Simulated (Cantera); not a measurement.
Feed: 1 mol Si2Cl6, 0.85 mol Cl2, 50 mol H2, 0.62 mol HCl, equilibrated at 1.00 mbar.

These are equilibrium values from Cantera (NASA tables, ideal gas, pure condensed phases), not measurements of a reactor. Candidate condensed phases: Si; 19 gas species. The feed counts by its element totals alone. The tables' values for SiCl3, SiCl are old estimates; treat these amounts as uncertain. The numbers say what is thermodynamically allowed, not how fast it happens.

x: gas mole fraction; n: condensed amount in mol.

| T (°C) | x H2 | x HCl | x SiCl2 | x H | x SiCl3 | x SiCl4 | n Si(s) |
|---|---|---|---|---|---|---|---|
| 950 | 0.878 | 0.0940 | 0.0245 | 8.91e-6 | 0.00175 | [?] | 0.504 |
| 1000 | 0.877 | 0.0947 | 0.0264 | 2.11e-5 | 0.00119 | [?] | 0.471 |
| 1050 | 0.877 | 0.0943 | 0.0277 | 4.70e-5 | 0.000805 | [?] | 0.437 |
| 1100 | 0.877 | 0.0935 | 0.0287 | 9.86e-5 | 0.000552 | [?] | 0.404 |
| 1150 | 0.877 | 0.0926 | 0.0294 | 0.000197 | 0.000387 | [?] | 0.373 |
| 1200 | 0.878 | 0.0916 | 0.0301 | 0.000375 | 0.000277 | [?] | 0.344 |
| 1250 | 0.878 | 0.0907 | 0.0306 | 0.000685 | 0.000202 | [?] | 0.316 |
| 1300 | 0.878 | 0.0898 | 0.0311 | 0.00120 | 0.000150 | [?] | 0.289 |
| 1350 | 0.877 | 0.0889 | 0.0315 | 0.00205 | 0.000114 | [?] | 0.259 |
| 1400 | 0.876 | 0.0880 | 0.0318 | 0.00337 | 8.73e-5 | [?] | 0.219 |

Problem. Fill in the missing entries.

Solution. 
- 950, x SiCl4: 0.00100
- 1000, x SiCl4: 0.000352
- 1050, x SiCl4: 0.000128
- 1100, x SiCl4: 4.92e-5
- 1150, x SiCl4: 2.01e-5
- 1200, x SiCl4: 8.71e-6
- 1250, x SiCl4: 3.98e-6
- 1300, x SiCl4: 1.91e-6
- 1350, x SiCl4: 9.56e-7
- 1400, x SiCl4: 4.99e-7
